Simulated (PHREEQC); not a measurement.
Consider water at 25 °C with 0.17 mol HF, 0.0011 mol NH4F and 0.0058 mol H3PO4 per kg of water. Closed to the air; pH follows from the charge balance.

Model: ion-association model, wateq4f.dat, run in PHREEQC.

| quantity | before | after |
|---|---|---|
| pH | 1.98 | 2.52 |
| ionic strength (mol/kgw) | 0.0127 | 0.00431 |
| HF (mol/kgw) | 0.103 | 0.000884 |
| H2F2 (mol/kgw) | 0.0276 | 2.04e-6 |
| F- (mol/kgw) | 0.00736 | 0.000210 |
| HF2- (mol/kgw) | 0.00291 | 7.14e-7 |

Which change was made?
A) NH4F replaced by NH4HF2 at the same molality
B) H3PO4 from 0.0058 to 0.0116 mol/kgw
C) H3PO4 replaced by Na2HPO4 at the same molality
D) HF left out
E) H3PO4 left out

D, HF left out

Precipitation was switched off in this run. wateq4f.dat counts part of the HF as a dimer, H2F2, which phreeqc.dat doesn't know; its constant is uncertain. H3PO4, which wateq4f.dat lacks, is added to it with the constant of phreeqc.dat.
